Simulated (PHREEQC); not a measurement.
Dissolve 130 mmol/kgw CuSO4, 24 mmol/kgw H2SO4 and 0.67 mmol/kgw FeCl3 at 58 °C. Closed to the air; pH follows from the charge balance.

The numbers come from PHREEQC with the ion-association model, wateq4f.dat.

Each row changes one thing in this solution. No solid was allowed to form.

```tsv
case	pH	ionic strength (mol/kgw)	SO4-2 (mol/kgw)	HSO4- (mol/kgw)	Cl- (mol/kgw)	FeSO4+ (mol/kgw)	SI of Goethite (FeOOH)	SI of Hematite (Fe2O3)
as made	2.06	0.275	0.0558	0.0367	0.00165	0.000458	+2.29	+6.72
temperature from 58 to 80 °C	2.24	0.273	0.0535	0.0406	0.00136	0.000432	+3.28	+8.79
H2SO4 replaced by K2SO4 at the same molality	3.83	0.301	0.0766	0.000823	0.00169	8.29e-5	+6.74	+15.63
H2SO4 from 0.024 to 0.12 mol/kgw	1.24	0.376	0.0414	0.164	0.00161	0.000388	-0.08	+1.99
temperature from 58 to 40 °C	1.94	0.280	0.0588	…	0.00182	0.000459	+1.49	+5.06
CuSO4 from 0.13 to 0.195 mol/kgw	2.16	0.385	0.0824	…	0.00157	0.000438	+2.44	+7.03
CuSO4 replaced by MnSO4 at the same molality	…	0.252	0.0504	0.0361	0.00188	…	+2.25	+6.64
CuSO4 from 0.13 to 0.065 mol/kgw	1.90	0.161	0.0295	0.0323	0.00176	0.000485	+2.06	+6.26
```

Task: Fill in the missing entries.

Result: 
- temperature from 58 to 40 °C, HSO4- (mol/kgw): 0.0332
- CuSO4 from 0.13 to 0.195 mol/kgw, HSO4- (mol/kgw): 0.0389
- CuSO4 replaced by MnSO4 at the same molality, pH: 2.03
- CuSO4 replaced by MnSO4 at the same molality, FeSO4+ (mol/kgw): 0.000463

Some of these states are supersaturated (in Hematite (slow to form), Goethite (slow to form), Jarosite-K, for instance). At this temperature some constants are extrapolated from 25 °C, and those without enthalpy data are left unchanged.
